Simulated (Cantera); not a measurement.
A Cantera script and what it prints.

```python
import numpy as np
import cantera as ct

gas_names = """
    C CO COS CO2 CS CS2 C2 C2O C3 C3O2 C4 C5 O O2 O3 S SO SO2 SO3 S2 S2O S8
""".split()
cond_names = """
    C(gr) S(cr1) S(cr2) S(L)
""".split()


def load(file, names, dense=False):
    # The tables refer to 1 bar. Condensed volumes are neglected.
    table = {s.name: s for s in ct.Species.list_from_file(file)}
    out = []
    for n in names:
        d = dict(table[n].input_data)
        d["thermo"] = dict(d["thermo"], **{"reference-pressure": 1e5})
        if dense:
            d["equation-of-state"] = {"model": "constant-volume", "density": "1e6 g/cm^3"}
        out.append(ct.Species.from_dict(d))
    return out


gas = ct.Solution(thermo="ideal-gas", species=load("nasa_gas.yaml", gas_names))
cond = {s.name: ct.Solution(thermo="fixed-stoichiometry", species=[s], name=s.name)
        for s in load("nasa_condensed.yaml", cond_names, dense=True)}
atoms = {
    'CS2': {'C': 1, 'S': 2},
    'SO2': {'S': 1, 'O': 2},
    'O2': {'O': 2},
}
top_T = {'C(gr)': 4500}  # K; cautious upper limits of use, not melting points


def equilibrate(T, P, feed):
    n = {}
    for name, mol in feed.items():
        for a, k in atoms[name].items():
            n[a] = n.get(a, 0.0) + k * mol
    gas.TPX = T, P, n
    mass = sum(n.values()) * gas.mean_molecular_weight
    gas.equilibrate("TP")
    valid = [c for c in cond.values() if c.min_temp <= T <= top_T.get(c.name, c.max_temp)]
    mix = ct.Mixture([(gas, mass / gas.mean_molecular_weight)] + [(c, 0.0) for c in valid])
    mix.T, mix.P = T, P
    mix.equilibrate("TP", solver="vcs", rtol=1e-11, max_steps=5000)
    return mix


results = []
feed = {'CS2': 1, 'SO2': 0.15, 'O2': 0.46}  # mol
T = 3475  # K
P = 610000  # Pa
mix = equilibrate(T, P, feed)
results.append((T, P, feed, dict(zip(mix.species_names, mix.species_moles))))
x = sorted(zip(gas.X, gas.species_names), reverse=True)
print(f"T = {T:g} K  P = {P:g} Pa  gas = {mix.phase_moles(0):.4g} mol")
print("   x: " + "  ".join(f"{s} {v:.3e}" for v, s in x if v > 0.0001))
print("   condensed (mol): " + ("  ".join(f"{mix.phase(i).name} {mix.phase_moles(i):.4g}"
      for i in range(1, mix.n_phases) if mix.phase_moles(i) > 1e-12) or "none"))
```

It prints:

```
T = 3475 K  P = 610000 Pa  gas = 2.397 mol
   x: CO 4.088e-01  S2 3.119e-01  S 1.902e-01  SO 7.209e-02  CO2 6.344e-03  SO2 5.031e-03  S2O 1.841e-03  O 1.730e-03  COS 1.511e-03  CS 3.863e-04
   condensed (mol): none
```

Method: chemical equilibrium by Gibbs-energy minimisation in Cantera with the NASA 1993 tables (ideal gas, pure condensed phases).
